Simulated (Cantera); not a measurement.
Input: 1 mol (CH₃)₂SiCl₂, 2.3 mol H₂, 0.65 mol C₂H₂, equilibrated at 977 °C and 1.00 bar.

Cantera equilibrium calculation (NASA polynomials, part measured and part estimated; ideal gas, pure solids and liquids). Candidate condensed phases: C, C₆H₆, C₇H₈, C₈H₁₈, Si, SiC; 109 gas species. The feed counts by its element totals alone. The tables' values for SiCl₃ are old estimates; treat these amounts as uncertain. The numbers say what is thermodynamically allowed, not how fast it happens.

Question: What is the equilibrium state?

Answer: 
```json
{
  "x(H₂)": "0.778",
  "x(HCl)": "0.186",
  "x(SiCl₄)": "0.0244",
  "x(CH₄)": "0.00666",
  "x(SiHCl₃)": "0.00363",
  "x(SiCl₃)": "0.000928",
  "x(SiCl₂)": "0.000253",
  "x(SiH₂Cl₂)": "7.36e-5",
  "n(C(graphite))": "2.45 mol",
  "n(SiC(s))": "0.803 mol",
  "gas_amount": "6.713 mol",
  "log10 activity of Si(s) (absent)": "-2.65"
}
```
